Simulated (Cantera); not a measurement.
Cantera with NASA thermochemical tables; ideal gases at 1 bar, condensed phases pure. Values are per mole of reaction as written; species without (g) are pure solids or liquids, kept so even where they would boil at 1 bar.

3 C3H8(g) + 4 FeCl2(g) ⇌ 8 CH3Cl(g) + 4 Fe + C

```tsv
T (K)	ΔH° (kJ)	ΔS° (J/K)	ΔG° (kJ)	log10 K	condensed phases
300	(withheld)	(withheld)	(withheld)	(withheld)	Fe(α), C(graphite)
973	231.8	-10.4	242.0	-12.99	Fe(α), C(graphite)
1123	248.7	5.8	242.2	-11.27	Fe(α), C(graphite)
1273	255.3	11.4	240.8	-9.88	Fe(γ), C(graphite)
1423	(withheld)	(withheld)	(withheld)	(withheld)	Fe(γ), C(graphite)
1573	261.0	15.3	236.9	-7.87	Fe(γ), C(graphite)
1723	269.0	20.1	234.3	-7.10	Fe(δ), C(graphite)
1873	(withheld)	(withheld)	(withheld)	(withheld)	Fe(l), C(graphite)
2023	340.2	59.2	220.5	-5.69	Fe(l), C(graphite)
```

Q: Fill in the missing entries.

A: 
- 300, ΔH° (kJ): 222.2
- 300, ΔS° (J/K): -18.9
- 300, ΔG° (kJ): 227.9
- 300, log10 K: -39.68
- 1423, ΔH° (kJ): 257.8
- 1423, ΔS° (J/K): 13.2
- 1423, ΔG° (kJ): 239.0
- 1423, log10 K: -8.77
- 1873, ΔH° (kJ): 331.5
- 1873, ΔS° (J/K): 54.7
- 1873, ΔG° (kJ): 229.0
- 1873, log10 K: -6.39
